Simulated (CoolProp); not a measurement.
Saturation properties of water.

Computed with CoolProp (reference Helmholtz-energy equation of state, Wagner 2002).

| T (K) | p (MPa) | liquid density (kg/m³) | liquid cp (kJ/(kg K)) | vapour Z |
|---|---|---|---|---|
| 493.7 | 2.344 | 839.5 | 4.618 | 0.8766 |
| 501.3 | 2.704 | 829.6 | 4.673 | 0.8644 |
| 508.8 | 3.098 | 819.4 | 4.734 | 0.8516 |
| 516.3 | 3.536 | 808.9 | 4.801 | 0.8380 |
| 523.8 | 4.020 | 797.9 | 4.877 | 0.8235 |
| 531.4 | 4.560 | 786.4 | 4.964 | 0.8079 |
| 538.9 | 5.146 | 774.4 | 5.062 | 0.7917 |
| 546.4 | 5.788 | 762.0 | 5.173 | 0.7744 |
| 553.9 | 6.489 | 748.9 | 5.303 | 0.7560 |
| 561.5 | 7.265 | 735.0 | 5.456 | 0.7362 |

It boils at 373.1 K under 1 atm.
